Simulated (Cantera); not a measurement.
# Thermodynamics of silicon epitaxy and polysilicon growth, feed SiHCl₃ + H₂

Charge: 1 mol SiHCl₃, 47 mol H₂, held at 0.00820 bar.

Equilibrium computed with Cantera from the NASA thermochemical tables; the gas is ideal and each condensed phase is pure. Candidate condensed phases: Si; 19 gas species. The tables' values for SiCl₃ are old estimates; treat these amounts as uncertain. Rates play no part.

```json
[
 {"T (°C)": "752", "x H₂": "0.965", "x HCl": "0.0246", "x SiCl₄": "0.00659", "x SiCl₂": "0.00112", "x SiHCl₃": "0.00222", "x SiCl₃": "0.000594", "x SiH₂Cl₂": "8.31e-5", "n Si(s)": "0.485"},
 {"T (°C)": "777", "x H₂": "0.962", "x HCl": "0.0286", "x SiCl₄": "0.00549", "x SiCl₂": "0.00159", "x SiHCl₃": "0.00192", "x SiCl₃": "0.000693", "x SiH₂Cl₂": "7.65e-5", "n Si(s)": "0.525"},
 {"T (°C)": "802", "x H₂": "0.959", "x HCl": "0.0325", "x SiCl₄": "0.00438", "x SiCl₂": "0.00215", "x SiHCl₃": "0.00161", "x SiCl₃": "0.000772", "x SiH₂Cl₂": "6.88e-5", "n Si(s)": "0.563"},
 {"T (°C)": "827", "x H₂": "0.956", "x HCl": "0.0362", "x SiCl₄": "0.00332", "x SiCl₂": "0.00279", "x SiHCl₃": "0.00129", "x SiCl₃": "0.000817", "x SiH₂Cl₂": "6.03e-5", "n Si(s)": "0.596"},
 {"T (°C)": "852", "x H₂": "0.953", "x HCl": "0.0395", "x SiCl₄": "0.00238", "x SiCl₂": "0.00346", "x SiHCl₃": "0.000999", "x SiCl₃": "0.000819", "x SiH₂Cl₂": "5.14e-5", "n Si(s)": "0.623"},
 {"T (°C)": "877", "x H₂": "0.951", "x HCl": "0.0421", "x SiCl₄": "0.00162", "x SiCl₂": "0.00410", "x SiHCl₃": "0.000741", "x SiCl₃": "0.000778", "x SiH₂Cl₂": "4.27e-5", "n Si(s)": "0.644"},
 {"T (°C)": "902", "x H₂": "0.949", "x HCl": "0.0441", "x SiCl₄": "0.00104", "x SiCl₂": "0.00467", "x SiHCl₃": "0.000530", "x SiCl₃": "0.000706", "x SiH₂Cl₂": "3.45e-5", "n Si(s)": "0.659"},
 {"T (°C)": "927", "x H₂": "0.948", "x HCl": "0.0454", "x SiCl₄": "0.000651", "x SiCl₂": "0.00514", "x SiHCl₃": "0.000370", "x SiCl₃": "0.000617", "x SiH₂Cl₂": "2.75e-5", "n Si(s)": "0.667"},
 {"T (°C)": "952", "x H₂": "0.947", "x HCl": "0.0463", "x SiCl₄": "0.000397", "x SiCl₂": "0.00552", "x SiHCl₃": "0.000253", "x SiCl₃": "0.000526", "x SiH₂Cl₂": "2.16e-5", "n Si(s)": "0.671"},
 {"T (°C)": "977", "x H₂": "0.947", "x HCl": "0.0468", "x SiCl₄": "0.000240", "x SiCl₂": "0.00582", "x SiHCl₃": "0.000173", "x SiCl₃": "0.000442", "x SiH₂Cl₂": "1.69e-5", "n Si(s)": "0.672"},
 {"T (°C)": "1002", "x H₂": "0.946", "x HCl": "0.0471", "x SiCl₄": "0.000145", "x SiCl₂": "0.00607", "x SiHCl₃": "0.000118", "x SiCl₃": "0.000368", "x SiH₂Cl₂": "1.32e-5", "n Si(s)": "0.671"},
 {"T (°C)": "1027", "x H₂": "0.946", "x HCl": "0.0472", "x SiCl₄": "8.83e-5", "x SiCl₂": "0.00627", "x SiHCl₃": "8.07e-5", "x SiCl₃": "0.000306", "x SiH₂Cl₂": "1.04e-5", "n Si(s)": "0.669"},
 {"T (°C)": "1052", "x H₂": "0.946", "x HCl": "0.0472", "x SiCl₄": "5.44e-5", "x SiCl₂": "0.00645", "x SiHCl₃": "5.58e-5", "x SiCl₃": "0.000254", "x SiH₂Cl₂": "8.22e-6", "n Si(s)": "0.666"}
]
```
x: gas mole fraction; n: condensed amount in mol.

From 752 °C to 1052 °C the condensed part is Si(s). The main Si-bearing gas is SiCl₄ at 752 °C and SiCl₂ at 1052 °C. The share of Si in condensed phases is highest at 977 °C (67.2 %) and lowest at 752 °C (48.5 %).
